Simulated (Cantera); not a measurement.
**Hydrocarbon pyrolysis for carbon deposition**

A perfectly stirred reactor is fed with C₂H₆ : N₂ = 1 : 4.9 (molar parts), at 0.000158 atm; it is held at 1200 K, and followed from long to short residence time.

Detailed kinetics in Cantera: GRI-Mech 3.0 (53 species, 325 reactions). GRI-Mech 3.0 stops at C3 and has no aromatics, soot or wall deposition, so with more carbon than oxygen in the feed, carbon stays in small species such as C2H2 where larger ones or solid carbon would form. Radical loss at walls, strong at low pressure, is not modelled.

```tsv
τ (s)	x C₂H₆	x C₂H	x CH₃	x HCN	x CH₂
1.8	0.128	1.95e-10	0.00126	6.55e-10	1.52e-7
0.44	0.163	9.86e-12	0.000480	1.29e-10	3.47e-8
0.11	0.169	<1e-12	0.000136	5.12e-12	3.06e-9
0.028	0.169	<1e-12	4.42e-5	<1e-12	1.92e-10
0.0070	0.169	<1e-12	1.21e-5	<1e-12	6.66e-12
0.0017	0.169	<1e-12	3.02e-6	<1e-12	<1e-12
0.00044	0.169	<1e-12	7.87e-7	<1e-12	<1e-12
0.00011	0.169	<1e-12	1.97e-7	<1e-12	<1e-12
```
x: mole fraction; the columns are a selection and need not sum to one.
